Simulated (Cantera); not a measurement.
**Stirred combustor or abatement burner**

A perfectly stirred reactor is fed with 6.93 % CO, 2.08 % H2, 9.99 % O2, 78.4 % N2, 2.64 % CO2, at 9.67 atm; it is adiabatic with a 575 K inlet, and is followed from long to short residence time, starting on the burning branch (τ in s: 0.28, 0.093, 0.032, 0.011, 0.0036, 0.0012, 0.00041, 0.00014, 4.8e-05).

Detailed kinetics in Cantera: GRI-Mech 3.0 (53 species, 325 reactions). The hydrogen kinetics of GRI-Mech 3.0 are dated; newer H2 mechanisms differ, most at raised pressure.

```
τ (s)    T (K)     x CO      x H2    x O2    x HO2   x CO2      x O
-------  -----  -------  --------  ------  -------  ------  -------
0.28      1314  0.00110   3.77e-5  0.0579  6.40e-6  0.0991  1.75e-6
0.093     1300  0.00291  0.000102  0.0588  1.31e-5  0.0972  3.78e-6
0.032      575   0.0693    0.0208  0.0999   <1e-12  0.0264   <1e-12
0.011      575   0.0693    0.0208  0.0999   <1e-12  0.0264   <1e-12
0.0036     575   0.0693    0.0208  0.0999   <1e-12  0.0264   <1e-12
0.0012     575   0.0693    0.0208  0.0999   <1e-12  0.0264   <1e-12
0.00041    575   0.0693    0.0208  0.0999   <1e-12  0.0264   <1e-12
0.00014    575   0.0693    0.0208  0.0999   <1e-12  0.0264   <1e-12
4.8e-5     575   0.0693    0.0208  0.0999   <1e-12  0.0264   <1e-12
```
x: mole fraction; the columns are a selection and need not sum to one.
